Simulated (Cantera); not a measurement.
## Transport properties of process gases

Gas mixture: 100 % NH₃, at 0.000400 bar, frozen composition.

Cantera's kinetic-theory transport with the Lennard-Jones parameters of GRI-Mech 3.0, ideal gas; thermal conductivity in the multicomponent form. Polar gases are described roughly by these parameters. The composition is frozen, though it would react at the higher temperatures.

| T (K) | ρ (kg/m³) | cp (J/kg/K) | μ (µPa s) | λ (mW/m/K) | Pr | D (cm²/s) N₂ | D (cm²/s) OH | D (cm²/s) H₂O |
|---|---|---|---|---|---|---|---|---|
| 400 | 0.000205 | 2269 | 13.9 | 44.2 | 0.715 | 968 | 1500 | 888 |
| 500 | 0.000164 | 2466 | 17.4 | 60.1 | 0.716 | 1460 | 2260 | 1410 |
| 600 | 0.000137 | 2662 | 20.9 | 77.6 | 0.717 | 2030 | 3120 | 2040 |
| 700 | 0.000117 | 2844 | 24.3 | 95.9 | 0.719 | 2670 | 4090 | 2780 |
| 800 | 0.000102 | 3009 | 27.5 | 115 | 0.721 | 3380 | 5160 | 3610 |
| 900 | 9.10e-5 | 3162 | 30.6 | 134 | 0.723 | 4150 | 6320 | 4550 |
| 1000 | 8.19e-5 | 3319 | 33.6 | 154 | 0.724 | 4980 | 7570 | 5570 |
| 1100 | 7.45e-5 | 3454 | 36.5 | 174 | 0.726 | 5860 | 8900 | 6690 |
D: mixture-averaged diffusion coefficient of that species in the mixture.
